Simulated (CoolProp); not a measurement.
Hydrogen sulfide along the isotherm 622.6 K: Z from the reference equation and from simpler models built on Tc = 373.1 K, pc = 8.999 MPa, ω = 0.101; each cubic takes its own stable root.

Values from CoolProp's reference Helmholtz-energy equation of state, Lemmon 2006. It is a short technical equation, of lower accuracy than the large ones.

| p (MPa) | phase | reference | van der Waals | Soave-Redlich-Kwong |
|---|---|---|---|---|
| 0.142 | gas | 0.9992 | 0.9988 | 0.9992 |
| 0.292 | gas | 0.9983 | 0.9975 | 0.9984 |
| 0.6 | gas | 0.9965 | 0.9949 | 0.9967 |
| 1.23 | gas | 0.9929 | 0.9895 | 0.9933 |
| 2.53 | gas | 0.9856 | 0.9785 | 0.9864 |
| 5.2 | gas | 0.9711 | … | 0.9732 |
| 10.7 | supercritical | … | 0.9106 | … |
| 21.9 | supercritical | 0.9029 | 0.8380 | 0.9225 |
| 45 | supercritical | 0.9050 | 0.8802 | 0.9544 |

**Question.** Complete the blanks.

**Answer.** 
- 5.2, van der Waals: 0.9558
- 10.7, reference: 0.9440
- 10.7, Soave-Redlich-Kwong: 0.9499
